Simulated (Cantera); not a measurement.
**Stirred combustor or abatement burner**

A perfectly stirred reactor is fed with C₃H₈ : O₂ : N₂ = 1 : 5.88 : 48.8 (molar parts), equivalence ratio 0.85, at 1.00 bar; it is adiabatic with a 450 K inlet, and is followed from long to short residence time, starting on the burning branch (τ in s: 0.15, 0.065, 0.028, 0.012, 0.005, 0.0021, 0.0009, 0.00038, 0.00016, 6.9e-05, 2.9e-05, 1.2e-05).

Detailed kinetics in Cantera: GRI-Mech 3.0 (53 species, 325 reactions). GRI-Mech 3.0 was tuned for natural gas; its chemistry of propane as a main component is partial and can be far from experiment.

```tsv
τ (s)	T (K)	x C₃H₈	x O₂	x CH₂	x H₂O	x CO	x CH₂O
0.15	1497	1.91e-6	0.0158	5.34e-8	0.0701	0.000641	1.02e-6
0.065	1491	3.16e-6	0.0161	1.07e-7	0.0698	0.00109	1.81e-6
0.028	1481	5.20e-6	0.0165	2.06e-7	0.0694	0.00182	3.19e-6
0.012	1466	8.70e-6	0.0173	3.76e-7	0.0688	0.00303	5.66e-6
0.0050	1440	1.57e-5	0.0187	6.70e-7	0.0680	0.00513	1.07e-5
0.0021	1398	3.39e-5	0.0213	1.21e-6	0.0668	0.00911	2.27e-5
0.00090	450	0.0180	0.106	<1e-12	<1e-12	<1e-12	<1e-12
0.00038	450	0.0180	0.106	<1e-12	<1e-12	<1e-12	<1e-12
0.00016	450	0.0180	0.106	<1e-12	<1e-12	<1e-12	<1e-12
6.9e-5	450	0.0180	0.106	<1e-12	<1e-12	<1e-12	<1e-12
2.9e-5	450	0.0180	0.106	<1e-12	<1e-12	<1e-12	<1e-12
1.2e-5	450	0.0180	0.106	<1e-12	<1e-12	<1e-12	<1e-12
```
x: mole fraction; the columns are a selection and need not sum to one.
